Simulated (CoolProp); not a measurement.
Aqueous methanol as a coolant, 35 % by mass, freezing at -31.9 °C, 1 atm.

Model: Melinder's fits for secondary coolants, in CoolProp.

| T (°C) | cp (kJ/(kg K)) | viscosity (mPa s) | density (kg/m³) | Prandtl number |
|---|---|---|---|---|
| -27.9 | 3.463 | 14.5 | 964.9 | 132 |
| -21.8 | 3.539 | 10.2 | 962.6 | [?] |
| -15.8 | 3.610 | 7.48 | 960.2 | 69.8 |
| -9.7 | 3.677 | 5.58 | 957.7 | 52.6 |
| -3.6 | 3.739 | 4.27 | 955.0 | 40.6 |
| 2.4 | 3.793 | 3.35 | 952.2 | 32.0 |
| 8.5 | 3.842 | [?] | [?] | 25.6 |
| 14.5 | 3.882 | 2.18 | 946.2 | 20.9 |
| 20.6 | 3.914 | 1.80 | 942.9 | [?] |
| 26.6 | 3.937 | 1.51 | 939.6 | 14.4 |
| 32.7 | 3.950 | 1.28 | [?] | [?] |
| 38.7 | [?] | 1.09 | 932.5 | 10.3 |

### Question
Fill in the missing entries.

### Answer

- -21.8, Prandtl number: 94.5
- 8.5, viscosity (mPa s): 2.68
- 8.5, density (kg/m³): 949.2
- 20.6, Prandtl number: 17.2
- 32.7, density (kg/m³): 936.1
- 32.7, Prandtl number: 12.1
- 38.7, cp (kJ/(kg K)): 3.954
